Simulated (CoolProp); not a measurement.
Vapour-liquid equilibrium of carbon monoxide (1) + methane (2) at 100 K; x and y are mole fractions of (1).

Values from CoolProp's multi-fluid Helmholtz-energy mixture model, Lemmon 2006 and Setzmann 1991; pair parameters Kunz 2012.

Q: Give the bubble pressure and the first vapour's composition at x = 0.05, 0.35, 0.8. Is there an azeotrope?

A: x = 0.05: 0.06442 MPa, y = 0.486; x = 0.35: 0.2499 MPa, y = 0.900; x = 0.8: 0.4521 MPa, y = 0.974. No azeotrope shows between x = 0.05 and 0.95.

Pair parameters are fitted to limited data, so mixtures are less certain than the pure fluids.
